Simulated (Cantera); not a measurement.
Feed: 1 mol Ti, 2.4 mol C3H8, 140 mol H2, equilibrated at 1848 K and 7.50 Torr.

Method: chemical equilibrium by Gibbs-energy minimisation in Cantera with the NASA 1993 tables (ideal gas, pure condensed phases). Candidate condensed phases: C, C6H6, C7H8, C8H18, Ti, TiC; 77 gas species. TiC: taken at fixed stoichiometry. Kinetics and transport are ignored.

Base state: H2 0.994, H 0.00529, C2H2 (acetylene) 0.000256 (mole fractions); condensed: C(graphite) + TiC(s).

Q: What changes in the equilibrium state with this change: Ti replaced by TiCl4?

A: 
| species | before | after |
|---|---|---|
| H2 | 0.994 | 0.968 |
| HCl | 0 | 0.0262 |
| H | 0.00529 | 0.00522 |
| Cl | 0 | 0.000107 |
| C2H2 (acetylene) | 0.000256 | 0.000249 |
| C(graphite), mol | 6.12 | 6.12 |
| TiC(s), mol | 1.00 | 1.000 |
Further candidate phases: TiCl2, TiCl3, TiCl4.

Q: What changes in the equilibrium state with this change: 0.088 mol Cl2 added?

A: 
| species | before | after |
|---|---|---|
| H2 | 0.994 | 0.993 |
| H | 0.00529 | 0.00528 |
| HCl | 0 | 0.00117 |
| C2H2 (acetylene) | 0.000256 | 0.000256 |
| C(graphite), mol | 6.12 | 6.12 |
| TiC(s), mol | 1.00 | 1.000 |
Further candidate phases: TiCl2, TiCl3, TiCl4.
